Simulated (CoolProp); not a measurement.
The numbers come from the reference Helmholtz-energy equation of state, Schroeder 2014 in CoolProp.

Question: For ethanol, give the phase and the Z, Prandtl number at 217.45 °C and 7.47 MPa; 36.65 °C and 0.0339 MPa.

Answer: 
- 217.45 °C and 7.47 MPa: liquid; Z 0.156, Prandtl number 2.94
- 36.65 °C and 0.0339 MPa: liquid; Z 0.000782, Prandtl number 13.6

Viscosity comes from a separate model (Kiselev 2005). Thermal conductivity comes from a separate model (Assael 2013).
